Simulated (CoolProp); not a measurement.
Acetone at several states: density (kg/m³) from the reference equation and from simpler models built on Tc = 508.1 K, pc = 4692 kPa, ω = 0.307; each cubic takes its own stable root.

Values from CoolProp's reference Helmholtz-energy equation of state, Lemmon 2006. It is a short technical equation, of lower accuracy than the large ones.

```tsv
T (K)	p (kPa)	phase	reference
468.5	477	gas	7.530
312.8	6430	liquid	775.1
456.1	31.5	gas	0.4843
```

Question: How far does each simpler model (van der Waals, Soave-Redlich-Kwong) lie from the reference over these 3 states: mean and median of the absolute difference, and the worst?

Answer: 
- van der Waals: mean 16.6 %, median 1.8 %, worst -47.7 % at 312.8 K and 6430 kPa
- Soave-Redlich-Kwong: mean 7.5 %, median 0.9 %, worst -21.5 % at 312.8 K and 6430 kPa
